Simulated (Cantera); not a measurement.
A closed system holds: 1 mol Si2H6, 3.4 mol N2O, 190 mol N2, at 6.20 mbar.

Equilibrium computed with Cantera from the NASA thermochemical tables; the gas is ideal and each condensed phase is pure. Candidate condensed phases: H2O, Si, SiO2, Si2N2O, Si3N4; 35 gas species. The feed counts by its element totals alone. Mutual solubility and eutectic melting of coexisting phases are not modelled. The tables hold silica as quartz up to 1696 K and as liquid above; real silica turns to tridymite and cristobalite and melts near 1996 K. Equilibrium is a limit: real reactors are often held back by kinetics, nucleation or transport.

Problem. Which condensed phases are stable at each of these points (T (K)): 573, 673, 773, 873, 973, 1073, 1173, 1273, 1373, 1473, 1573, 1673, 1773, 1873?

Solution. 
| T (K) | condensed phases | Si condensed (%) |
|---|---|---|
| 573 | SiO2(α-quartz) + Si2N2O(s) | 100.0 |
| 673 | SiO2(α-quartz) + Si2N2O(s) | 100.0 |
| 773 | SiO2(α-quartz) + Si2N2O(s) | 100.0 |
| 873 | SiO2(β-quartz) + Si2N2O(s) | 100.0 |
| 973 | SiO2(β-quartz) + Si2N2O(s) | 100.0 |
| 1073 | SiO2(β-quartz) + Si2N2O(s) | 100.0 |
| 1173 | SiO2(β-quartz) + Si2N2O(s) | 100.0 |
| 1273 | SiO2(β-quartz) + Si2N2O(s) | 100.0 |
| 1373 | SiO2(β-quartz) + Si2N2O(s) | 99.5 |
| 1473 | SiO2(β-quartz) + Si2N2O(s) | 90.8 |
| 1573 | SiO2(β-quartz) | 69.9 |
| 1673 | SiO2(β-quartz) | 68.9 |
| 1773 | SiO2(condensed) | 62.4 |
| 1873 | SiO2(condensed) | 41.9 |

From 573 K to 773 K the condensed part is SiO2(α-quartz) + Si2N2O(s). From 873 K to 1473 K the condensed part is SiO2(β-quartz) + Si2N2O(s). From 1573 K to 1673 K the condensed part is SiO2(β-quartz). From 1773 K to 1873 K the condensed part is SiO2(condensed).
